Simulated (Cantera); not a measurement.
Input: 1 mol CF4, 0.17 mol H2, at 2648.15 K and 10.0 mbar.

Equilibrium computed with Cantera from the NASA thermochemical tables; the gas is ideal and each condensed phase is pure. Candidate condensed phases: C, C6H6, C7H8, C8H18; 95 gas species. Gases not in the tables: C2F6 and larger saturated fluorocarbons. The numbers say what is thermodynamically allowed, not how fast it happens.

Base state: F 0.670, CF2 0.192, HF 0.102, CF 0.0336, CF3 0.00134, CF4 0.000958, C3 0.000436, C 0.000114 (mole fractions); condensed: C(graphite).

### Question
What changes in the equilibrium state with this change: temperature from 2648.15 K to 2050 K?

### Answer
| species | before | after |
|---|---|---|
| CF4 | 0.000958 | 0.572 |
| HF | 0.102 | 0.243 |
| CF2 | 0.192 | 0.126 |
| F | 0.670 | 0.0495 |
| CF | 0.0336 | 0.000292 |
| C3 | 0.000436 | 9.21e-9 |
| C2 | 4.13e-5 | <1e-9 |
| C | 0.000114 | 8.71e-9 |
| H | 9.87e-5 | 1.27e-6 |
| C(graphite), mol | 0.234 | 0.0107 |

### Question
What changes in the equilibrium state with this change: temperature from 2648.15 K to 1173 K?

### Answer
```csv
species,before,after
CF4,0.000958,0.729
HF,0.102,0.271
CF2,0.192,6.89e-7
F,0.670,4.89e-8
CF,0.0336,<1e-9
C3,0.000436,<1e-9
C,0.000114,<1e-9
"C(graphite), mol",0.234,0.0850
```
